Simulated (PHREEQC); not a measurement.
Make-up at 90 °C: 0.39 mol H3PO4, 0.12 mol K2HPO4 and 0.001 mol NaCl per kg of water. Closed to the air; pH follows from the charge balance.

The numbers come from PHREEQC with the ion-association model, phreeqc.dat.

This is a speciation only: nothing precipitates in the calculation.

Task: Predict the pH, activity of water, specific conductance.

Result: pH 2.24; activity of water 0.987; specific conductance 59800 µS/cm.

Task: In which forms is P present?

Result: H3PO4 51 %, H2PO4- 49 % of the P.

Constants without temperature data keep their 25 °C values here.
